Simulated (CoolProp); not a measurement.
n-octane along the isobar 7.71 MPa: fugacity coefficient from the reference equation and from simpler models built on Tc = 568.7 K, pc = 2.484 MPa, ω = 0.398; each cubic takes its own stable root.

The numbers come from the reference Helmholtz-energy equation of state, Beckmüller 2019 in CoolProp.

```json
[
 {"T (K)": "409.5", "phase": "liquid", "reference": "0.02490", "Redlich-Kwong": "0.05297", "Soave-Redlich-Kwong": "0.02685", "Peng-Robinson": "0.02528"},
 {"T (K)": "414.2", "phase": "liquid", "reference": "0.02787", "Redlich-Kwong": "0.05749", "Soave-Redlich-Kwong": "0.03008", "Peng-Robinson": "0.02830"},
 {"T (K)": "418.9", "phase": "liquid", "reference": "0.03109", "Redlich-Kwong": "0.06225", "Soave-Redlich-Kwong": "0.03360", "Peng-Robinson": "0.03156"},
 {"T (K)": "423.6", "phase": "liquid", "reference": "0.03456", "Redlich-Kwong": "0.06723", "Soave-Redlich-Kwong": "0.03739", "Peng-Robinson": "0.03508"},
 {"T (K)": "428.4", "phase": "liquid", "reference": "0.03837", "Redlich-Kwong": "0.07256", "Soave-Redlich-Kwong": "0.04157", "Peng-Robinson": "0.03897"},
 {"T (K)": "433.1", "phase": "liquid", "reference": "0.04239", "Redlich-Kwong": "0.07801", "Soave-Redlich-Kwong": "0.04598", "Peng-Robinson": "0.04305"},
 {"T (K)": "437.8", "phase": "liquid", "reference": "0.04668", "Redlich-Kwong": "0.08368", "Soave-Redlich-Kwong": "0.05070", "Peng-Robinson": "0.04743"},
 {"T (K)": "442.6", "phase": "liquid", "reference": "0.05137", "Redlich-Kwong": "0.08970", "Soave-Redlich-Kwong": "0.05585", "Peng-Robinson": "0.05221"},
 {"T (K)": "447.3", "phase": "liquid", "reference": "0.05625", "Redlich-Kwong": "0.09583", "Soave-Redlich-Kwong": "0.06123", "Peng-Robinson": "0.05719"},
 {"T (K)": "452", "phase": "liquid", "reference": "0.06144", "Redlich-Kwong": "0.1022", "Soave-Redlich-Kwong": "0.06694", "Peng-Robinson": "0.06249"},
 {"T (K)": "456.7", "phase": "liquid", "reference": "0.06693", "Redlich-Kwong": "0.1087", "Soave-Redlich-Kwong": "0.07300", "Peng-Robinson": "0.06810"},
 {"T (K)": "461.5", "phase": "liquid", "reference": "0.07286", "Redlich-Kwong": "0.1156", "Soave-Redlich-Kwong": "0.07954", "Peng-Robinson": "0.07416"},
 {"T (K)": "466.2", "phase": "liquid", "reference": "0.07897", "Redlich-Kwong": "0.1226", "Soave-Redlich-Kwong": "0.08631", "Peng-Robinson": "0.08043"},
 {"T (K)": "470.9", "phase": "liquid", "reference": "0.08541", "Redlich-Kwong": "0.1298", "Soave-Redlich-Kwong": "0.09342", "Peng-Robinson": "0.08702"}
]
```
